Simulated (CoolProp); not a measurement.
20 sccm (0 °C, 1 atm) of nitrogen bubbles through liquid hexamethyldisiloxane (MM) at 280.1 K and leaves saturated at a total pressure of 0.039 MPa (ideal gas phase). Each further row changes one setting.

The numbers come from the reference Helmholtz-energy equation of state, Thol 2016 in CoolProp.

```tsv
case	vapour pressure (kPa)	mole fraction of vapour	delivery (mg/min)	delivery (sccm)	change of delivery for a bath 1 K warmer (%)
as stated	2.07	[?]	[?]	1.12	6.4
bath temperature 285.1 K	[?]	[?]	[?]	1.53	6.3
total pressure 0.078 MPa	2.07	[?]	[?]	[?]	6.3
```

Problem. What belongs in the gaps?

Solution. 
- as stated, mole fraction of vapour: 0.0532
- as stated, delivery (mg/min): 8.13
- bath temperature 285.1 K, vapour pressure (kPa): 2.77
- bath temperature 285.1 K, mole fraction of vapour: 0.0710
- bath temperature 285.1 K, delivery (mg/min): 11.1
- total pressure 0.078 MPa, mole fraction of vapour: 0.0266
- total pressure 0.078 MPa, delivery (mg/min): 3.96
- total pressure 0.078 MPa, delivery (sccm): 0.546
